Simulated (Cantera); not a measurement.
# Hydrocarbon pyrolysis for carbon deposition

An isothermal, constant-pressure homogeneous reactor starts with 1.56 % C2H6, 98.4 % N2, at 1475 K and 14.3 Torr.

Model: GRI-Mech 3.0 (53 species, 325 reactions), integrated in Cantera. GRI-Mech 3.0 stops at C3 and has no aromatics, soot or wall deposition, so with more carbon than oxygen in the feed, carbon stays in small species such as C2H2 where larger ones or solid carbon would form. Radical loss at walls, strong at low pressure, is not modelled.

```tsv
t (s)	x C2H6	x H2	x CH3	x HCN	x CH2	x H
3.00e-5	0.0156	6.76e-9	4.20e-5	<1e-12	7.53e-11	2.51e-8
0.000108	0.0155	2.79e-7	0.000150	<1e-12	3.51e-9	3.71e-7
0.000390	0.0153	1.80e-5	0.000521	3.16e-11	1.45e-7	6.77e-6
0.00140	0.0138	0.000776	0.00159	5.71e-8	2.14e-6	6.48e-5
0.00506	0.00614	0.00717	0.00244	7.94e-7	5.10e-6	0.000163
0.0182	0.000197	0.0179	0.000598	2.14e-6	1.93e-6	0.000150
0.0658	8.55e-6	0.0230	0.000145	2.43e-6	2.05e-7	4.93e-5
0.237	1.85e-6	0.0249	5.92e-5	2.47e-6	3.89e-8	2.21e-5
0.854	6.15e-7	0.0255	3.15e-5	2.48e-6	1.18e-8	1.24e-5
3.08	3.77e-7	0.0258	2.42e-5	2.50e-6	7.47e-9	1.03e-5
11.1	2.66e-7	0.0266	2.05e-5	2.55e-6	6.54e-9	1.09e-5
40.0	1.01e-7	0.0282	1.28e-5	2.68e-6	4.54e-9	1.26e-5
```
x: mole fraction; the columns are a selection and need not sum to one.

Equilibrium at this temperature and pressure: C2H6 3.50e-12, H2 0.0303, CH3 6.46e-8, HCN 0.0247, CH2 2.82e-11, H 1.65e-5 (gas phase only).
